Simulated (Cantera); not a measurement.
**Ignition delay**

Mixture: C3H8 : O2 : N2 : CO2 = 1 : 2.5 : 15.2 : 1.2 (molar parts), equivalence ratio 2.0, at 9.87 atm, adiabatic and at constant pressure. Ignition delay is the time to a rise of 400 K.

Model: GRI-Mech 3.0 (53 species, 325 reactions), integrated in Cantera. GRI-Mech 3.0 was tuned for natural gas; its chemistry of propane as a main component is partial and can be far from experiment.

```
T0 (K)  delay (ms)
------  ----------
1300         0.459
1375         0.148
1450        0.0562
1525        0.0250
1600        0.0128
1675       0.00741
```

- apparent activation energy between 1525 and 1675 K: 170 kJ/mol
